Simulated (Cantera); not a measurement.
Input: 1 mol Pb, 0.17 mol CO2, 1.4 mol N2, held at 1.20 bar.

Cantera equilibrium calculation (NASA polynomials, part measured and part estimated; ideal gas, pure solids and liquids). Candidate condensed phases: C, Pb, PbO, PbO2, Pb3O4; 27 gas species. The numbers say what is thermodynamically allowed, not how fast it happens.

**Question.** At 1000 K, list the 4 most abundant gas species with their mole fractions, and the condensed phases.

**Answer.** N2 0.892, CO2 0.108, Pb 1.35e-5, CO 1.11e-5. Condensed: Pb(l).
